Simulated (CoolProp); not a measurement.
The numbers come from the reference Helmholtz-energy equation of state, Gao 2020 in CoolProp.

For ammonia, give the phase and the cv (kJ/(kg K)), Joule-Thomson coefficient (K/MPa) at 57.15 °C and 4.26 MPa.


- 57.15 °C and 4.26 MPa: liquid; cv 2.75, Joule-Thomson coefficient 0.0331
